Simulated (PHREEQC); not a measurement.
Make-up at 25 °C: 0.17 mol/kgw H3PO4 and 0.054 mol/kgw K2HPO4. It is in equilibrium with CO2 at log p = 0 (atm). Otherwise closed; pH follows from the charge balance.

Computed with PHREEQC (ion-association model, wateq4f.dat).

```tsv
quantity	before	after
pH	2.09	1.38
ionic strength (mol/kgw)	0.118	0.121
H2PO4- (mol/kgw)	0.118	0.0303
H3PO4 (mol/kgw)	0.106	0.140
HCO3- (mol/kgw)	2.39e-6	4.67e-7
HPO4-2 (mol/kgw)	1.98e-6	9.96e-8
```

Question: Which change was made?
A) K2HPO4 left out
B) K2HPO4 from 0.054 to 0.081 mol/kgw
C) K2HPO4 replaced by KHCO3 at the same molality
D) K2HPO4 from 0.054 to 0.027 mol/kgw
E) K2HPO4 replaced by KHSO4 at the same molality

Answer: E, K2HPO4 replaced by KHSO4 at the same molality

This is a speciation only: nothing precipitates in the calculation. H3PO4, which wateq4f.dat lacks, is added to it with the constant of phreeqc.dat.
